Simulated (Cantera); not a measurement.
Feed: 1 mol AlCl3, 1.1 mol HCl, 12 mol H2, held at 1198 K and 0.195 Torr.

Cantera equilibrium calculation (NASA polynomials, part measured and part estimated; ideal gas, pure solids and liquids). Candidate condensed phases: Al, AlCl3; 12 gas species. The tables' values for AlCl2 are old estimates; treat these amounts as uncertain. Kinetics and transport are ignored.

Base state: H2 0.847, HCl 0.0821, AlCl3 0.0678, AlCl2 0.00165, AlCl 0.00131, H 1.09e-5 (mole fractions); condensed: gas only.

Question: What changes in the equilibrium state with this change: temperature from 1198 K to 900 K?

Answer: 
```tsv
species	before	after
H2	0.847	0.851
HCl	0.0821	0.0780
AlCl3	0.0678	0.0709
AlCl	0.00131	1.90e-8
H	1.09e-5	6.69e-9
AlCl2	0.00165	1.93e-6
```
